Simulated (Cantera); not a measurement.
## Thermodynamics of aluminium and copper etching, feed Cu + HF + H2

Feed: 1 mol Cu, 1.5 mol HF, 12 mol H2, held at 1000 Pa.

Equilibrium computed with Cantera from the NASA thermochemical tables; the gas is ideal and each condensed phase is pure. Candidate condensed phases: Cu, CuF2; 15 gas species. Kinetics and transport are ignored.

| T (°C) | x H2 | x HF | x Cu | x H | x CuF | x Cu2 | x H2F2 | n Cu(s) | n Cu(l) |
|---|---|---|---|---|---|---|---|---|---|
| 602 | 0.889 | 0.111 | 5.03e-12 | 4.73e-10 | 7.49e-12 | <1e-12 | 8.04e-9 | 1.00 | 0 |
| 677 | 0.889 | 0.111 | 1.89e-10 | 5.25e-9 | 1.22e-10 | <1e-12 | 5.84e-9 | 1.00 | 0 |
| 752 | 0.889 | 0.111 | 4.15e-9 | 4.11e-8 | 1.31e-9 | <1e-12 | 4.46e-9 | 1.00 | 0 |
| 827 | 0.889 | 0.111 | 5.95e-8 | 2.44e-7 | 1.02e-8 | <1e-12 | 3.55e-9 | 1.000 | 0 |
| 902 | 0.889 | 0.111 | 6.05e-7 | 1.16e-6 | 6.03e-8 | 1.28e-11 | 2.91e-9 | 1.000 | 0 |
| 977 | 0.889 | 0.111 | 4.64e-6 | 4.56e-6 | 2.89e-7 | 2.29e-10 | 2.45e-9 | 1.000 | 0 |
| 1052 | 0.889 | 0.111 | 2.81e-5 | 1.54e-5 | 1.15e-6 | 2.93e-9 | 2.11e-9 | 1.000 | 0 |
| 1127 | 0.889 | 0.111 | 0.000135 | 4.59e-5 | 3.81e-6 | 2.63e-8 | 1.85e-9 | 0 | 0.998 |
x: gas mole fraction; n: condensed amount in mol.

From 602 °C to 1052 °C the condensed part is Cu(s). At 1127 °C the condensed part is Cu(l).
